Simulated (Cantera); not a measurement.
Input (Python, Cantera) and output of one run.

```python
import numpy as np
import cantera as ct

gas_names = [...]  # 113 gases of nasa_gas.yaml made of C, H, O, Ti
cond_names = """
    C(gr) C6H6(L) C7H8(L) C8H18(L),n-octa H2O(s) H2O(L) Ti(a) Ti(b) Ti(L) TiC(s) TiC(L) TiO(a) TiO(b)
    TiO(L) TiO2(ru) TiO2(L) Ti2O3(a) Ti2O3(b) Ti2O3(L) Ti3O5(a) Ti3O5(b) Ti3O5(L) Ti4O7(s) Ti4O7(L)
""".split()


# ... load() reads the species with a 1 bar reference pressure and builds the phases ...
atoms = {
    'Ti': {'Ti': 1},
    'CO2': {'C': 1, 'O': 2},
    'H2': {'H': 2},
}
top_T = {'C(gr)': 4500}  # K; cautious upper limits of use, not melting points


# ... equilibrate(T, P, feed) seeds the gas with the atoms and calls Mixture.equilibrate('TP', solver="vcs", rtol=1e-11, max_steps=5000) ...
results = []
feed = {'Ti': 1, 'CO2': 0.12, 'H2': 35}  # mol
P = 1700000  # Pa
for T in [1050, 1075, 1100, 1125, 1150, 1175, 1200, 1225]:
    mix = equilibrate(T, P, feed)
    results.append((T, P, feed, dict(zip(mix.species_names, mix.species_moles))))

top = {s: max(r[3][s] / sum(r[3][g] for g in gas_names) for r in results) for s in gas_names}
cols = sorted((s for s in top if top[s] > 0.001), key=lambda s: -top[s])[:6]
seen = [c for c in cond_names if any(r[3].get(c, 0) > 1e-12 for r in results)]
print("log10 of partial pressures in bar; condensed amounts in mol")
print(f"{'T/K':>10s}" + "".join(f"{s[:9]:>10s}" for s in cols + seen))
for T, P, feed, n in results:
    ng = sum(n[g] for g in gas_names)
    print(f"{T:10.4g}" + "".join(f"{np.log10(max(n[s] / ng * P / 1e5, 1e-99)):10.3f}" for s in cols)
          + "".join(f"{n.get(c, 0):10.4g}" for c in seen))
```

Result:

```
log10 of partial pressures in bar; condensed amounts in mol
       T/K        H2     Ti(a)     Ti(b)    TiC(s)    TiO(a)
      1050     1.230      0.64         0      0.12      0.24
      1075     1.230      0.64         0      0.12      0.24
      1100     1.230      0.64         0      0.12      0.24
      1125     1.230      0.64         0      0.12      0.24
      1150     1.230      0.64         0      0.12      0.24
      1175     1.230         0      0.64      0.12      0.24
      1200     1.230         0      0.64      0.12      0.24
      1225     1.230         0      0.64      0.12      0.24
```

These are equilibrium values from Cantera (NASA tables, ideal gas, pure condensed phases), not measurements of a reactor. Mutual solubility and eutectic melting of coexisting phases are not modelled. TiC, TiO: taken at fixed stoichiometry. Condensed phases not in the tables: solid solutions among these carbides, nitrides and lower oxides, N, O or C dissolved in the metal.
